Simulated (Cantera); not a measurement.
Cantera run, input and output.

```python
import numpy as np
import cantera as ct

gas = ct.Solution("gri30.yaml")
gas.TPX = 1625, 400, {'C2H6': 1, 'H2': 2.2}
inlet = ct.Reservoir(gas, clone=True)

reactor = ct.IdealGasConstPressureReactor(gas, energy="off", clone=False)
exhaust = ct.Reservoir(gas, clone=True)
tau = [15, 5, 1.7, 0.58, 0.2, 0.067, 0.023, 0.0078, 0.0026, 0.0009][0]
for a, b in ((inlet, reactor), (reactor, exhaust)):
    ct.MassFlowController(a, b, mdot=lambda t: reactor.mass / tau)
net = ct.ReactorNet([reactor])
show = ['C2H6', 'H2', 'CH4', 'C2H4', 'C2H2', 'CH2', 'H']

rows = []
print(f"{'tau/s':>10s}{'T/K':>9s}" + "".join(f"{s:>11s}" for s in show))
for tau in [15, 5, 1.7, 0.58, 0.2, 0.067, 0.023, 0.0078, 0.0026, 0.0009]:
    net.initial_time = 0.0
    net.advance(30 * tau)
    before = gas.X
    net.advance(40 * tau)
    drift = np.max(np.abs(gas.X - before) / (gas.X + 1e-9))
    rows.append([gas.T, *gas[show].X, drift])
    print(f"{tau:10.3e}{gas.T:9.1f}" + "".join(f"{x:11.3e}" for x in gas[show].X))
```

Output:

```
     tau/s      T/K       C2H6         H2        CH4       C2H4       C2H2        CH2          H
 1.500e+01   1625.0  2.255e-05  7.894e-01  2.400e-02  2.333e-04  1.843e-01  9.192e-07  1.280e-03
 5.000e+00   1625.0  6.422e-05  7.793e-01  3.784e-02  5.395e-04  1.795e-01  1.490e-06  1.380e-03
 1.700e+00   1625.0  1.788e-04  7.646e-01  5.784e-02  1.308e-03  1.723e-01  2.306e-06  1.493e-03
 5.800e-01   1625.0  4.925e-04  7.442e-01  8.518e-02  3.154e-03  1.615e-01  3.466e-06  1.630e-03
 2.000e-01   1625.0  1.331e-03  7.180e-01  1.190e-01  7.246e-03  1.462e-01  5.103e-06  1.796e-03
 6.700e-02   1625.0  3.652e-03  6.865e-01  1.574e-01  1.586e-02  1.244e-01  7.538e-06  2.001e-03
 2.300e-02   1625.0  9.682e-03  6.547e-01  1.908e-01  3.068e-02  9.582e-02  1.101e-05  2.224e-03
 7.800e-03   1625.0  2.556e-02  6.287e-01  2.065e-01  5.078e-02  6.098e-02  1.598e-05  2.409e-03
 2.600e-03   1625.0  6.628e-02  6.220e-01  1.809e-01  6.525e-02  2.682e-02  2.176e-05  2.374e-03
 9.000e-04   1625.0  1.480e-01  6.437e-01  1.044e-01  5.410e-02  6.333e-03  2.299e-05  1.918e-03
```

Detailed kinetics in Cantera: GRI-Mech 3.0 (53 species, 325 reactions). GRI-Mech 3.0 stops at C3 and has no aromatics, soot or wall deposition, so with more carbon than oxygen in the feed, carbon stays in small species such as C2H2 where larger ones or solid carbon would form. Radical loss at walls, strong at low pressure, is not modelled.
